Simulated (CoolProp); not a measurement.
1000 sccm (0 °C, 1 atm) of nitrogen bubbles through liquid octamethyltrisiloxane (MDM) at 346.7 K and leaves saturated at a total pressure of 0.0199 MPa (ideal gas phase). Each further row changes one setting.

Model: reference Helmholtz-energy equation of state, Thol 2017, in CoolProp.

```json
[
 {"case": "as stated", "vapour pressure (kPa)": "6.87", "mole fraction of vapour": "0.345", "delivery (mg/min)": "5560", "delivery (sccm)": "527", "change of delivery for a bath 1 K warmer (%)": "7.1"},
 {"case": "bath temperature 351.7 K", "vapour pressure (kPa)": "8.54", "mole fraction of vapour": "0.429", "delivery (mg/min)": "7930", "delivery (sccm)": "752", "change of delivery for a bath 1 K warmer (%)": "7.9"},
 {"case": "total pressure 0.0398 MPa", "vapour pressure (kPa)": "6.87", "mole fraction of vapour": "0.173", "delivery (mg/min)": "2200", "delivery (sccm)": "209", "change of delivery for a bath 1 K warmer (%)": "5.5"}
]
```
